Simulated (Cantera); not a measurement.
Mixture: CO : H2 : O2 : N2 = 1 : 0.29 : 1.32 : 4.95 (molar parts), equivalence ratio 0.49, at 1000000 Pa, adiabatic and at constant volume. Ignition delay is the time to a rise of 400 K.

Cantera simulation using GRI-Mech 3.0 (53 species, 325 reactions); the numbers are that mechanism's predictions, not measurements. The hydrogen kinetics of GRI-Mech 3.0 are dated; newer H2 mechanisms differ, most at raised pressure. Below about 950 K walls govern HO2 and H2O2 in real vessels.

What does this change do: constant pressure in place of constant volume?


| quantity | before | after |
|---|---|---|
| delay at 850 K | 0.374 s | 0.444 s |
| delay at 925 K | 38.6 ms | 45.1 ms |
| delay at 1000 K | 5.32 ms | 6.09 ms |
| delay at 1075 K | 0.874 ms | 0.982 ms |
| delay at 1150 K | 0.147 ms | 0.163 ms |
| delay at 1225 K | 27.4 µs | 29.9 µs |
| delay at 1300 K | 10.4 µs | 11.7 µs |
